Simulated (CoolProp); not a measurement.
Vapour-liquid equilibrium of R125 (1) + fluoroethane (R161) (2) at -48.85 °C; x and y are mole fractions of (1).

Computed with CoolProp (multi-fluid Helmholtz-energy mixture model, Lemmon 2005 and Wu 2012; pair parameters Bell 2016).

```
x     bubble pressure (bar)  y at the bubble point  dew pressure at overall composition x (bar)  liquid density (mol/L)
----  ---------------------  ---------------------  -------------------------------------------  ----------------------
0.05                 0.5989                  0.073                                       0.5944                   17.06
0.2                  0.6566                  0.296                                       0.6289                   16.24
0.35                 0.7293                  0.493                                       0.6742                   15.47
0.5                  0.8031                  0.646                                       0.7324                   14.74
0.65                 0.8688                  0.764                                       0.8053                   14.05
0.8                  0.9228                  0.862                                       0.8893                   13.41
0.95                 0.9650                  0.962                                       0.9609                   12.82
```

No azeotrope shows between x = 0.05 and 0.95.

The pair parameters rest on a limited set of measurements; away from them the model extrapolates. The gap from Raoult's law changes sign with composition, which may be real or a fault of the pair parameters; it wasn't checked against measurements.
